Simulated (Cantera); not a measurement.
Input: 1 mol SiH2Cl2, 0.79 mol N2, equilibrated at 1125 °C and 20.0 Pa.

Method: chemical equilibrium by Gibbs-energy minimisation in Cantera with the NASA 1993 tables (ideal gas, pure condensed phases). N2 is the only nitrogen source here; it is nearly inert below about 1500 K, so the nitride shown seldom forms there in practice. The tables' values for SiCl3, SiCl are old estimates; treat these amounts as uncertain. The numbers say what is thermodynamically allowed, not how fast it happens.

| species | before | after |
|---|---|---|
| N2 | 0.214 | 0.200 |
| HCl | 0.283 | 0.189 |
| Si | 9.96e-7 | 0.157 |
| SiCl2 | 0.237 | 0.0761 |
| H2 | 0.254 | 0.103 |
| SiCl | 1.46e-5 | 0.0180 |
| Cl | 0.000155 | 0.146 |
| H | 0.000169 | 0.110 |
| Si2 | <1e-9 | 0.000266 |
| SiCl4 | 0.00162 | 8.18e-8 |
| SiN | 1.33e-8 | 0.000177 |
| SiH | 3.58e-8 | 0.000334 |
| Si2N | 4.47e-9 | 2.23e-5 |
| SiHCl3 | 0.000102 | 2.39e-8 |
| Si3N4(s), mol | 0.125 | 0 |
Gas species are given as mole fractions.

**Question.** What was changed between the two runs?
A. temperature from 1125 °C to 1900 °C
B. temperature from 1125 °C to 850 °C
C. N2 from 0.79 to 41 mol
D. 0.67 mol H2 added

**Answer.** A, temperature from 1125 °C to 1900 °C. The tables' values for SiCl, SiN, SiCl3 are old estimates; treat these amounts as uncertain
